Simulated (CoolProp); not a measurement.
Vapour pressure (MPa) of chlorine: the reference equation beside estimates from Tc = 416.9 K, pc = 7.642 MPa, ω = 0.070.

Model: reference Helmholtz-energy equation of state, Thol 2021, in CoolProp.

| T (K) | reference | Lee-Kesler | van der Waals |
|---|---|---|---|
| 258.9 | 0.2242 | 0.2273 | 0.8079 |
| 262.1 | 0.2519 | 0.2550 | 0.8652 |
| 265.3 | 0.2822 | 0.2852 | 0.9252 |
| 268.4 | 0.3141 | 0.3169 | 0.9860 |
| 271.6 | 0.3498 | 0.3525 | 1.051 |
| 274.7 | 0.3872 | 0.3897 | 1.117 |
| 277.9 | 0.4289 | 0.4311 | 1.189 |
| 281.1 | 0.4739 | 0.4758 | 1.263 |
| 284.2 | 0.5208 | 0.5223 | 1.337 |
| 287.4 | 0.5728 | 0.5737 | 1.417 |

Absolute difference from the reference over all 10 rows, mean and median: Lee-Kesler 0.7 and 0.7 %, van der Waals 198.2 and 194.5 %.
